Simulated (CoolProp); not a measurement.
Properties of isopentane along the isotherm 308.5 K (Tc = 460.3 K, pc = 3.378 MPa, ω = 0.227).

The numbers come from the reference Helmholtz-energy equation of state, Lemmon 2006 in CoolProp. It is a short technical equation, of lower accuracy than the large ones.

```json
[
 {"p (MPa)": "0.016", "phase": "gas", "cv (kJ/(kg K))": "1.585", "speed of sound (m/s)": "___", "Joule-Thomson coefficient (K/MPa)": "27.67"},
 {"p (MPa)": "0.025", "phase": "gas", "cv (kJ/(kg K))": "___", "speed of sound (m/s)": "193.7", "Joule-Thomson coefficient (K/MPa)": "___"},
 {"p (MPa)": "0.0389", "phase": "gas", "cv (kJ/(kg K))": "1.589", "speed of sound (m/s)": "192.8", "Joule-Thomson coefficient (K/MPa)": "28.04"},
 {"p (MPa)": "0.0605", "phase": "gas", "cv (kJ/(kg K))": "___", "speed of sound (m/s)": "___", "Joule-Thomson coefficient (K/MPa)": "28.42"},
 {"p (MPa)": "0.0942", "phase": "gas", "cv (kJ/(kg K))": "1.601", "speed of sound (m/s)": "189.0", "Joule-Thomson coefficient (K/MPa)": "29.11"},
 {"p (MPa)": "0.147", "phase": "liquid", "cv (kJ/(kg K))": "1.746", "speed of sound (m/s)": "911.5", "Joule-Thomson coefficient (K/MPa)": "-0.3285"},
 {"p (MPa)": "0.228", "phase": "liquid", "cv (kJ/(kg K))": "1.746", "speed of sound (m/s)": "912.4", "Joule-Thomson coefficient (K/MPa)": "-0.3291"},
 {"p (MPa)": "0.356", "phase": "liquid", "cv (kJ/(kg K))": "1.746", "speed of sound (m/s)": "913.8", "Joule-Thomson coefficient (K/MPa)": "-0.3300"},
 {"p (MPa)": "0.554", "phase": "liquid", "cv (kJ/(kg K))": "1.746", "speed of sound (m/s)": "915.9", "Joule-Thomson coefficient (K/MPa)": "-0.3313"},
 {"p (MPa)": "0.862", "phase": "liquid", "cv (kJ/(kg K))": "1.746", "speed of sound (m/s)": "919.2", "Joule-Thomson coefficient (K/MPa)": "-0.3335"},
 {"p (MPa)": "1.34", "phase": "liquid", "cv (kJ/(kg K))": "1.746", "speed of sound (m/s)": "___", "Joule-Thomson coefficient (K/MPa)": "-0.3366"},
 {"p (MPa)": "2.09", "phase": "liquid", "cv (kJ/(kg K))": "1.746", "speed of sound (m/s)": "___", "Joule-Thomson coefficient (K/MPa)": "-0.3415"},
 {"p (MPa)": "3.25", "phase": "liquid", "cv (kJ/(kg K))": "1.747", "speed of sound (m/s)": "944.0", "Joule-Thomson coefficient (K/MPa)": "___"},
 {"p (MPa)": "5.07", "phase": "liquid", "cv (kJ/(kg K))": "1.748", "speed of sound (m/s)": "961.9", "Joule-Thomson coefficient (K/MPa)": "-0.3587"}
]
```

### Question
What belongs in the gaps?

### Answer

- 0.016, speed of sound (m/s): 194.3
- 0.025, cv (kJ/(kg K)): 1.587
- 0.025, Joule-Thomson coefficient (K/MPa): 27.81
- 0.0605, cv (kJ/(kg K)): 1.594
- 0.0605, speed of sound (m/s): 191.4
- 1.34, speed of sound (m/s): 924.3
- 2.09, speed of sound (m/s): 932.1
- 3.25, Joule-Thomson coefficient (K/MPa): -0.3485
